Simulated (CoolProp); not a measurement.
Vapour-liquid equilibrium of cyclohexane (1) + n-heptane (2) at 459.5 K; x and y are mole fractions of (1).

Values from CoolProp's multi-fluid Helmholtz-energy mixture model, Zhou 2014 and Span 2003; pair parameters Bell 2016.

```json
[
 {"x": "0.05", "bubble pressure, mixture model (kPa)": "785.2", "bubble pressure, Raoult's law (kPa)": "785.3", "y, mixture model": "0.064", "y, Raoult's law": "0.069"},
 {"x": "0.15", "bubble pressure, mixture model (kPa)": "816.1", "bubble pressure, Raoult's law (kPa)": "816.0", "y, mixture model": "0.186", "y, Raoult's law": "0.198"},
 {"x": "0.25", "bubble pressure, mixture model (kPa)": "847.2", "bubble pressure, Raoult's law (kPa)": "846.7", "y, mixture model": "0.302", "y, Raoult's law": "0.318"},
 {"x": "0.35", "bubble pressure, mixture model (kPa)": "878.5", "bubble pressure, Raoult's law (kPa)": "877.4", "y, mixture model": "0.411", "y, Raoult's law": "0.430"},
 {"x": "0.45", "bubble pressure, mixture model (kPa)": "909.7", "bubble pressure, Raoult's law (kPa)": "908.1", "y, mixture model": "0.514", "y, Raoult's law": "0.534"},
 {"x": "0.55", "bubble pressure, mixture model (kPa)": "940.8", "bubble pressure, Raoult's law (kPa)": "938.8", "y, mixture model": "0.612", "y, Raoult's law": "0.631"},
 {"x": "0.65", "bubble pressure, mixture model (kPa)": "971.6", "bubble pressure, Raoult's law (kPa)": "969.5", "y, mixture model": "0.705", "y, Raoult's law": "0.722"},
 {"x": "0.75", "bubble pressure, mixture model (kPa)": "1002", "bubble pressure, Raoult's law (kPa)": "1000", "y, mixture model": "0.793", "y, Raoult's law": "0.808"},
 {"x": "0.85", "bubble pressure, mixture model (kPa)": "1032", "bubble pressure, Raoult's law (kPa)": "1031", "y, mixture model": "0.878", "y, Raoult's law": "0.888"},
 {"x": "0.95", "bubble pressure, mixture model (kPa)": "1062", "bubble pressure, Raoult's law (kPa)": "1062", "y, mixture model": "0.960", "y, Raoult's law": "0.964"}
]
```

The largest gap from Raoult's law is +0.2 % in bubble pressure, at x = 0.65. No azeotrope shows between x = 0.05 and 0.95.

Pair parameters are fitted to limited data, so mixtures are less certain than the pure fluids.
